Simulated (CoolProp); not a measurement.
A simple Rankine cycle with R123: condensing at 314.15 K, boiler at 0.875 MPa, turbine inlet 383.1 K, turbine efficiency 0.65, pump efficiency 0.8, no recuperator. Each further row changes one setting.

Model: reference Helmholtz-energy equation of state, Younglove 1994, in CoolProp. It is a modified Benedict-Webb-Rubin equation, recast in Helmholtz form.

```csv
case,thermal efficiency (%),net work (kJ/kg),heat in (kJ/kg),turbine exit temperature (K),volume ratio over the turbine
as stated,9.1,18.5,205,___,5.73
turbine inlet 403.1 K,9.0,20.1,___,___,5.59
condensing temperature 306.15 K,10.1,21.5,213,338.4,7.47
boiler pressure 0.612 MPa,7.4,15.5,209,353.8,3.86
turbine efficiency 0.55,___,15.6,205,347.3,5.80
```

Q: Fill in the missing entries.

A: 
- as stated, turbine exit temperature (K): 343.4
- turbine inlet 403.1 K, heat in (kJ/kg): 222
- turbine inlet 403.1 K, turbine exit temperature (K): 364.6
- turbine efficiency 0.55, thermal efficiency (%): 7.6
